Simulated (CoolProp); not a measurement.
R115 at several states: Z from the reference equation and from simpler models built on Tc = 353.1 K, pc = 31.29 bar, ω = 0.248; each cubic takes its own stable root.

Model: reference Helmholtz-energy equation of state, Lemmon 2016, in CoolProp.

```json
[
 {"T (K)": "414.1", "p (bar)": "42", "phase": "supercritical", "reference": "0.7006"},
 {"T (K)": "223.7", "p (bar)": "30.9", "phase": "liquid", "reference": "0.1612"},
 {"T (K)": "453.7", "p (bar)": "22.7", "phase": "gas", "reference": "0.8971"},
 {"T (K)": "277.8", "p (bar)": "0.107", "phase": "gas", "reference": "0.9976"}
]
```

### Question
How far does each simpler model (van der Waals, Redlich-Kwong, Soave-Redlich-Kwong, Peng-Robinson) lie from the reference over these 4 states: mean and median of the absolute difference, and the worst?

### Answer
- van der Waals: mean 16.7 %, median 4.9 %, worst +56.9 % at 223.7 K and 30.9 bar
- Redlich-Kwong: mean 3.4 %, median 2.8 %, worst +8.1 % at 223.7 K and 30.9 bar
- Soave-Redlich-Kwong: mean 2.1 %, median 1.7 %, worst +5.0 % at 223.7 K and 30.9 bar
- Peng-Robinson: mean 2.5 %, median 1.6 %, worst -6.9 % at 223.7 K and 30.9 bar
